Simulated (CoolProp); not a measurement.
n-perfluoropentane along the isotherm 167.25 °C: density (kg/m³) from the reference equation and from simpler models built on Tc = 147.9 °C, pc = 2.063 MPa, ω = 0.436; each cubic takes its own stable root.

Model: reference Helmholtz-energy equation of state, Gao 2022, in CoolProp.

| p (MPa) | phase | reference |
|---|---|---|
| 0.309 | gas | 25.44 |
| 0.619 | gas | 53.65 |
| 0.928 | gas | 85.25 |
| 1.24 | gas | 122.0 |
| 1.55 | gas | 165.3 |
| 1.86 | gas | 219.2 |
| 2.17 | supercritical | 291.1 |
| 2.48 | supercritical | 398.8 |
| 2.78 | supercritical | 572.4 |
| 3.09 | supercritical | 753.0 |

Problem. How far does each simpler model (ideal gas, van der Waals, Redlich-Kwong, Soave-Redlich-Kwong, Peng-Robinson) lie from the reference over these 10 states: mean and median of the absolute difference, and the worst?

Solution. 
- ideal gas: mean 33.0 %, median 29.8 %, worst -67.7 % at 167.25 °C and 3.09 MPa
- van der Waals: mean 4.7 %, median 1.6 %, worst +20.5 % at 167.25 °C and 2.48 MPa
- Redlich-Kwong: mean 3.0 %, median 1.2 %, worst +9.9 % at 167.25 °C and 2.48 MPa
- Soave-Redlich-Kwong: mean 3.8 %, median 1.6 %, worst -16.0 % at 167.25 °C and 3.09 MPa
- Peng-Robinson: mean 2.6 %, median 1.9 %, worst -9.5 % at 167.25 °C and 3.09 MPa
